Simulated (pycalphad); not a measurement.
CALPHAD calculation (pycalphad, COST 507 light-alloy database (1999)), 1 atm. These are 1990s assessments: newer ones move some temperatures and phases. Diffusion is slow at the low end, where real alloys seldom reach equilibrium.

Problem. How does the equilibrium phase assembly of Ti-6.359C (wt.%) change on cooling from 3300 K to 500 K?

Solution. 
```tsv
T (K)	phases above	phases below
2966.0	liquid	fcc + liquid
1922 ± 3	fcc + liquid	bcc + fcc
1189.9	bcc + fcc	fcc + hcp
```
Changes were sought between steps of 100 K, so a narrower field can be missed.

The fcc model also describes the rock-salt carbide or nitride (TiC, TiN, HfC).
